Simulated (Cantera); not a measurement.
Feed: 1 mol SiCl4, 0.47 mol HCl, 84 mol H2, equilibrated at 0.110 bar.

Cantera equilibrium calculation (NASA polynomials, part measured and part estimated; ideal gas, pure solids and liquids). Candidate condensed phases: Si; 19 gas species. The tables' values for SiCl3 are old estimates; treat these amounts as uncertain. Kinetics and transport are ignored.

log p: log10 of the partial pressure in bar; n: condensed amount in mol.

```tsv
T (°C)	log p H2	log p HCl	log p SiCl4	log p SiCl2	log p SiHCl3	log p SiCl3	n Si(s)
725	-0.97	-2.92	-3.13	-4.72	-3.33	-4.62	[?]
775	-0.97	-2.78	-3.20	-4.33	-3.37	-4.39	[?]
825	-0.97	-2.65	-3.30	-4.02	-3.46	-4.23	[?]
875	-0.97	-2.54	-3.44	-3.77	-3.57	-4.13	[?]
925	-0.98	-2.46	-3.65	-3.58	-3.74	-4.09	[?]
975	-0.98	-2.41	-3.92	-3.44	-3.95	-4.11	[?]
1025	-0.98	-2.38	-4.25	-3.35	-4.20	-4.19	0.500
1075	-0.98	-2.36	-4.61	-3.30	-4.47	-4.30	0.516
1125	-0.98	-2.36	-4.97	-3.27	-4.74	-4.43	0.520
1175	-0.98	-2.36	-5.32	-3.24	-5.01	-4.56	0.516
1225	-0.98	-2.36	-5.65	-3.23	-5.26	-4.69	0.509
1275	-0.98	-2.36	-5.97	-3.21	-5.50	-4.81	0.501
1325	-0.98	-2.36	-6.27	-3.20	-5.73	-4.93	0.492
1375	-0.98	-2.36	-6.55	-3.19	-5.94	-5.04	0.483
```

Problem. Some entries are withheld; supply them.

Solution. 
- 725, n Si(s): 0
- 775, n Si(s): 0.0819
- 825, n Si(s): 0.191
- 875, n Si(s): 0.300
- 925, n Si(s): 0.394
- 975, n Si(s): 0.462
